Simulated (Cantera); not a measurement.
Standard-state values (1 bar) from the NASA 1993 polynomials, evaluated with Cantera. Values are per mole of reaction as written; species without (g) are pure solids or liquids, kept so even where they would boil at 1 bar.

2 C + O2(g) → 2 CO(g), with ΔH° = -221.0 kJ and ΔS° = 178.8 J/K at 300 K.

**Question.** How far is the shortcut ΔG° ≈ ΔH°(300 K) − T·ΔS°(300 K) from the full temperature-dependent value at 1675, 1725, 1775, 1825, 1875, 1925, 1975 K?

**Answer.** 
```json
[
 {"T (K)": "1675", "shortcut (kJ)": "-520.5", "full (kJ)": "-517.4", "difference (kJ)": "-3.1", "difference in log10 K": "0.10"},
 {"T (K)": "1725", "shortcut (kJ)": "-529.4", "full (kJ)": "-525.8", "difference (kJ)": "-3.6", "difference in log10 K": "0.11"},
 {"T (K)": "1775", "shortcut (kJ)": "-538.4", "full (kJ)": "-534.3", "difference (kJ)": "-4.0", "difference in log10 K": "0.12"},
 {"T (K)": "1825", "shortcut (kJ)": "-547.3", "full (kJ)": "-542.7", "difference (kJ)": "-4.5", "difference in log10 K": "0.13"},
 {"T (K)": "1875", "shortcut (kJ)": "-556.2", "full (kJ)": "-551.2", "difference (kJ)": "-5.1", "difference in log10 K": "0.14"},
 {"T (K)": "1925", "shortcut (kJ)": "-565.2", "full (kJ)": "-559.6", "difference (kJ)": "-5.6", "difference in log10 K": "0.15"},
 {"T (K)": "1975", "shortcut (kJ)": "-574.1", "full (kJ)": "-567.9", "difference (kJ)": "-6.2", "difference in log10 K": "0.16"}
]
```
The shortcut ignores the heat-capacity change of the reaction.
